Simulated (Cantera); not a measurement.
# Counterflow diffusion flame

A counterflow diffusion flame at 0.336 atm, nozzles 20 mm apart: fuel side 57.8 % CH₄, 42.2 % H₂ at 500 K, oxidiser side 26.0 % O₂, 74.0 % N₂ at 725 K, fuel mass flux 0.69 times the oxidiser's; mixture-averaged transport, no radiation.

Detailed kinetics in Cantera: GRI-Mech 3.0 (53 species, 325 reactions). GRI-Mech 3.0 has no aromatics or soot, which form on the fuel side of real flames. The maximum strain rate includes the flame's own expansion and is several times the mean.

```csv
oxidiser flux (kg/m²/s),max strain (1/s),mean strain (1/s),T max (K),peak x OH,peak x H,peak x NO,peak x CO,peak x C₂H₂
0.2,534,144,2239,0.0199,0.0195,0.000258,0.0687,0.0179
0.27,699,195,2218,0.0193,0.0201,0.000225,0.0672,0.0176
0.35,885,253,2202,0.0187,0.0207,0.000198,0.0659,0.0173
0.45,1120,325,2188,0.0183,0.0213,0.000175,0.0649,0.0170
0.59,1430,426,2173,0.0178,0.0218,0.000150,0.0640,0.0166
0.76,1820,549,2154,0.0171,0.0222,0.000127,0.0630,0.0159
0.99,2330,715,2134,0.0165,0.0224,0.000105,0.0623,0.0150
1.3,3000,938,2113,0.0157,0.0226,8.31e-5,0.0620,0.0138
```
x: mole fraction; the columns are a selection and need not sum to one.
